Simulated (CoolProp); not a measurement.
Vapour-liquid equilibrium of carbon dioxide (1) + ethane (2) at 2410 kPa; x and y are mole fractions of (1).

Model: multi-fluid Helmholtz-energy mixture model, Span 1996 and Bücker 2006; pair parameters Kunz 2012, in CoolProp.

| x | bubble temperature (K) | y at the bubble point | dew temperature at overall composition x (K) | liquid density (mol/L) |
|---|---|---|---|---|
| 0.05 | 270.0 | 0.099 | 271.8 | 13.63 |
| 0.2 | 262.2 | 0.324 | 266.4 | 14.60 |
| 0.35 | 257.7 | 0.471 | 261.4 | 15.56 |
| 0.5 | 255.4 | 0.575 | 257.0 | 16.65 |
| 0.65 | 254.6 | 0.661 | 254.6 | 18.04 |
| 0.8 | 255.1 | 0.757 | 255.7 | 19.81 |
| 0.95 | 257.9 | 0.913 | 258.7 | 21.96 |

y crosses x between x = 0.65 and 0.8: the model has an azeotrope there.

The pair parameters rest on a limited set of measurements; away from them the model extrapolates.
